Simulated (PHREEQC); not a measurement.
Dissolve 20 mmol/kgw FeCl3, 2.1 mmol/kgw MgSO4 and 160 mmol/kgw Na2SO4 at 20 °C. Closed to the air; pH follows from the charge balance.

Equilibrium calculation in PHREEQC: ion-association model, phreeqc.dat.

The ionic strength comes out as 0.418 mol/kgw. What activity coefficients do Na+, HSO4-, FeHSO4+2, Fe(OH)2+, FeOH+2 get?

Na+ 0.72, HSO4- 0.73, FeHSO4+2 0.29, Fe(OH)2+ 0.70, FeOH+2 0.23.

This is a speciation only: nothing precipitates in the calculation. Examples of supersaturated solids here: Fe(OH)3(a), Hematite (slow to form). Others may be too.
